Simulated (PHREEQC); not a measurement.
Make-up at 25 °C: 0.029 mol/kgw Cu(NO3)2 and 0.00019 mol/kgw Na2SO4. Closed to the air; pH follows from the charge balance.

Computed with PHREEQC (ion-association model, wateq4f.dat).

Each row changes one thing in this solution. Precipitation was switched off in this run.

```tsv
case	pH	SO4-2 (mol/kgw)	CuSO4 (mol/kgw)	Cu2(OH)2+2 (mol/kgw)	CuOH+ (mol/kgw)	Cu(OH)2 (mol/kgw)	SI of Tenorite (CuO)
as made	4.50	9.80e-5	9.18e-5	1.64e-5	4.88e-6	2.47e-7	-0.54
diluted 5-fold with water	4.88	2.66e-5	1.14e-5	5.36e-6	3.08e-6	4.28e-7	-0.31
Na2SO4 from 0.00019 to 0.000285 mol/kgw	4.50	0.000147	0.000138	1.64e-5	4.89e-6	2.47e-7	-0.54
temperature from 25 to 5 °C	4.74	0.000103	8.73e-5	5.92e-6	8.58e-6	7.54e-7	-0.86
temperature from 25 to 85 °C	3.82	9.09e-5	9.62e-5	9.33e-5	9.47e-7	9.73e-9	-0.07
```

Species that the database lacks are ignored. Constants without temperature data keep their 25 °C values here.
